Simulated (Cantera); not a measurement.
**Calcination and drying: CaCO3 + H2 + CO2**

A closed system holds: 1 mol CaCO3, 1.5 mol H2, 0.2 mol CO2, equilibrated at 0.100 bar.

Equilibrium computed with Cantera from the NASA thermochemical tables; the gas is ideal and each condensed phase is pure. Candidate condensed phases: C, C6H6, C7H8, C8H18, Ca, CaCO3, CaO, Ca(OH)2, H2O; 115 gas species. Equilibrium is a limit: real reactors are often held back by kinetics, nucleation or transport.

| T (K) | x H2 | x H2O | x CH4 | x CO2 | x CO | n CaCO3(calcite) |
|---|---|---|---|---|---|---|
| 525 | 0.538 | 0.308 | 0.154 | 1.59e-6 | 3.21e-8 | 1.00 |
| 550 | 0.538 | 0.308 | 0.154 | 9.98e-6 | 3.03e-7 | 1.00 |
| 575 | 0.539 | 0.308 | 0.154 | 5.37e-5 | 2.37e-6 | 1.00 |
| 600 | 0.539 | 0.307 | 0.153 | 0.000252 | 1.56e-5 | 1.00 |
| 625 | 0.542 | 0.305 | 0.152 | 0.00102 | 8.73e-5 | 1.00 |
| 650 | 0.549 | 0.298 | 0.149 | 0.00341 | 0.000404 | 1.00 |
| 675 | 0.567 | 0.282 | 0.140 | 0.00879 | 0.00147 | 1.00 |
| 700 | 0.596 | 0.257 | 0.126 | 0.0170 | 0.00419 | 1.00 |
| 725 | 0.633 | 0.225 | 0.107 | 0.0258 | 0.00966 | 1.00 |
x: gas mole fraction; n: condensed amount in mol.

From 525 K to 725 K the condensed part is CaCO3(calcite).
